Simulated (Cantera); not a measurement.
# Ignition delay

Mixture: CH₄ : C₂H₆ : C₃H₈ : O₂ : N₂ = 1 : 0.069 : 1.1 : 19.4 : 118 (molar parts), equivalence ratio 0.40, at 0.898 atm, adiabatic and at constant volume. Ignition delay is the time to a rise of 400 K.

Model: GRI-Mech 3.0 (53 species, 325 reactions), integrated in Cantera. GRI-Mech 3.0 was tuned for natural gas; its chemistry of propane as a main component is partial and can be far from experiment.

| T0 (K) | delay (ms) |
|---|---|
| 1125 | 33.8 |
| 1175 | 11.6 |
| 1225 | 4.32 |
| 1275 | 1.76 |
| 1325 | 0.795 |
| 1375 | 0.398 |

| Property | Value |
|---|---|
| apparent activation energy between 1275 and 1375 K | 220 kJ/mol |
